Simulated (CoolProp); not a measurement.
Values from CoolProp's reference Helmholtz-energy equation of state, Tillner-Roth 1997.

Problem. For CH2F2 (R32), give the phase and the cp (kJ/(kg K)), Joule-Thomson coefficient (K/MPa) at 244.5 K and 145 kPa; 270.2 K and 145 kPa; 287.4 K and 145 kPa.

Solution. 
- 244.5 K and 145 kPa: gas; cp 0.856, Joule-Thomson coefficient 52.9
- 270.2 K and 145 kPa: gas; cp 0.841, Joule-Thomson coefficient 36.2
- 287.4 K and 145 kPa: gas; cp 0.849, Joule-Thomson coefficient 29.0
